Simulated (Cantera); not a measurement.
What does this Cantera script print?

```python
import numpy as np
import cantera as ct

gas_names = """
    C CN CO CO2 C2 CCN CNC C2N2 C2O C3 C3O2 C4 C4N2 C5 Cu CuO Cu2 N NCO NO NO2 NO3 N2 N2O O O2 O3
""".split()
cond_names = """
    C(gr) Cu(cr) Cu(L) CuO(s) Cu2O(s) Cu2O(L)
""".split()


def load(file, names, dense=False):
    # The tables refer to 1 bar. Condensed volumes are neglected.
    table = {s.name: s for s in ct.Species.list_from_file(file)}
    out = []
    for n in names:
        d = dict(table[n].input_data)
        d["thermo"] = dict(d["thermo"], **{"reference-pressure": 1e5})
        if dense:
            d["equation-of-state"] = {"model": "constant-volume", "density": "1e6 g/cm^3"}
        out.append(ct.Species.from_dict(d))
    return out


gas = ct.Solution(thermo="ideal-gas", species=load("nasa_gas.yaml", gas_names))
cond = {s.name: ct.Solution(thermo="fixed-stoichiometry", species=[s], name=s.name)
        for s in load("nasa_condensed.yaml", cond_names, dense=True)}
atoms = {
    'Cu': {'Cu': 1},
    'CO': {'C': 1, 'O': 1},
    'N2': {'N': 2},
}
top_T = {'C(gr)': 4500, 'CuO(s)': 1390}  # K; cautious upper limits of use, not melting points


def equilibrate(T, P, feed):
    n = {}
    for name, mol in feed.items():
        for a, k in atoms[name].items():
            n[a] = n.get(a, 0.0) + k * mol
    gas.TPX = T, P, n
    mass = sum(n.values()) * gas.mean_molecular_weight
    gas.equilibrate("TP")
    valid = [c for c in cond.values() if c.min_temp <= T <= top_T.get(c.name, c.max_temp)]
    mix = ct.Mixture([(gas, mass / gas.mean_molecular_weight)] + [(c, 0.0) for c in valid])
    mix.T, mix.P = T, P
    mix.equilibrate("TP", solver="vcs", rtol=1e-11, max_steps=5000)
    return mix


results = []
P = 1333.22  # Pa
for T in [1725, 1750, 1775, 1800, 1825, 1850, 1875, 1900, 1925, 1950]:
    for m in [25, 31, 38, 48, 59, 74, 92, 110, 140, 180, 220, 280]:
        feed = {'Cu': 1, 'CO': 12, 'N2': m}  # mol
        mix = equilibrate(T, P, feed)
        results.append((T, P, feed, dict(zip(mix.species_names, mix.species_moles))))

for T, P, feed, n in results:
    print(f"{T:7g} {feed['N2']:10.4g}  " + (" + ".join(c for c in cond_names if n.get(c, 0) > 1e-12) or "gas only"))
```

Output:

```
   1725         25  Cu(L)
   1725         31  Cu(L)
   1725         38  Cu(L)
   1725         48  gas only
   1725         59  gas only
   1725         74  gas only
   1725         92  gas only
   1725        110  gas only
   1725        140  gas only
   1725        180  gas only
   1725        220  gas only
   1725        280  gas only
   1750         25  Cu(L)
   1750         31  Cu(L)
   1750         38  gas only
   1750         48  gas only
   1750         59  gas only
   1750         74  gas only
   1750         92  gas only
   1750        110  gas only
   1750        140  gas only
   1750        180  gas only
   1750        220  gas only
   1750        280  gas only
   1775         25  gas only
   1775         31  gas only
   1775         38  gas only
   1775         48  gas only
   1775         59  gas only
   1775         74  gas only
   1775         92  gas only
   1775        110  gas only
   1775        140  gas only
   1775        180  gas only
   1775        220  gas only
   1775        280  gas only
   1800         25  gas only
   1800         31  gas only
   1800         38  gas only
   1800         48  gas only
   1800         59  gas only
   1800         74  gas only
   1800         92  gas only
   1800        110  gas only
   1800        140  gas only
   1800        180  gas only
   1800        220  gas only
   1800        280  gas only
   1825         25  gas only
   1825         31  gas only
   1825         38  gas only
   1825         48  gas only
   1825         59  gas only
   1825         74  gas only
   1825         92  gas only
   1825        110  gas only
   1825        140  gas only
   1825        180  gas only
   1825        220  gas only
   1825        280  gas only
   1850         25  gas only
   1850         31  gas only
   1850         38  gas only
   1850         48  gas only
   1850         59  gas only
   1850         74  gas only
   1850         92  gas only
   1850        110  gas only
   1850        140  gas only
   1850        180  gas only
   1850        220  gas only
   1850        280  gas only
   1875         25  gas only
   1875         31  gas only
   1875         38  gas only
   1875         48  gas only
   1875         59  gas only
   1875         74  gas only
   1875         92  gas only
   1875        110  gas only
   1875        140  gas only
   1875        180  gas only
   1875        220  gas only
   1875        280  gas only
   1900         25  gas only
   1900         31  gas only
   1900         38  gas only
   1900         48  gas only
   1900         59  gas only
   1900         74  gas only
   1900         92  gas only
   1900        110  gas only
   1900        140  gas only
   1900        180  gas only
   1900        220  gas only
   1900        280  gas only
   1925         25  gas only
   1925         31  gas only
   1925         38  gas only
   1925         48  gas only
   1925         59  gas only
   1925         74  gas only
   1925         92  gas only
   1925        110  gas only
   1925        140  gas only
   1925        180  gas only
   1925        220  gas only
   1925        280  gas only
   1950         25  gas only
   1950         31  gas only
   1950         38  gas only
   1950         48  gas only
   1950         59  gas only
   1950         74  gas only
   1950         92  gas only
   1950        110  gas only
   1950        140  gas only
   1950        180  gas only
   1950        220  gas only
   1950        280  gas only
```

Cantera equilibrium calculation (NASA polynomials, part measured and part estimated; ideal gas, pure solids and liquids).
